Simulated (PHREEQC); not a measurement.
0.054 g of hydrous ferric oxide (600 m²/g; 0.2 weak and 0.005 strong sites per Fe, Dzombak-Morel constants, diffuse double layer) in 1 kg of water with 0.01 mol/kgw of an inert sodium salt and 5.7e-07 mol MgCl2, 1e-06 mol PbCl2 and 0.00035 mol Ag2SO4, at 25 °C; the pH is set by adding NaOH or the inert anion's acid. Oxygen alone is held at its pressure in air (log pO2 = -0.68). The system is closed to CO2. Nothing may precipitate in this run.

Base run: PHREEQC, ion-association model, wateq4f.dat. Each further column changes one thing. The table gives Pb sorbed (%).

| pH | base | no electrostatic term (-no_edl) | background salt from 0.01 to 0.001 mol/kgw | oxide from 0.054 to 0.27 g/kgw |
|---|---|---|---|---|
| 3 | 0.4 | 0.4 | (withheld) | (withheld) |
| 3.67 | 8.2 | 8.2 | (withheld) | (withheld) |
| 5 | 95.6 | (withheld) | 96.3 | 99.3 |
| 5.67 | 99.3 | (withheld) | 99.4 | 99.9 |
| 6.33 | 99.7 | 100.0 | 99.7 | 100.0 |
| 7.67 | 100.0 | 100.0 | 100.0 | 100.0 |
| 8.33 | 100.0 | 100.0 | 100.0 | 100.0 |
| 9 | 100.0 | 99.9 | 100.0 | 100.0 |
| 10.33 | 99.4 | 93.7 | 99.6 | 100.0 |
| 11 | 81.5 | (withheld) | 86.2 | 99.6 |

Task: Some entries are withheld; supply them.

Result: 
- 3, background salt from 0.01 to 0.001 mol/kgw: 0.5
- 3, oxide from 0.054 to 0.27 g/kgw: 2.1
- 3.67, background salt from 0.01 to 0.001 mol/kgw: 9.7
- 3.67, oxide from 0.054 to 0.27 g/kgw: 31.8
- 5, no electrostatic term (-no_edl): 96.6
- 5.67, no electrostatic term (-no_edl): 99.8
- 11, no electrostatic term (-no_edl): 27.9

In at least one series the solution becomes supersaturated in solids that the run did not let form, among them Pb(OH)2, Cerargyrite, Ag2O. The oxide is taken as insoluble; below pH 4 it would dissolve.
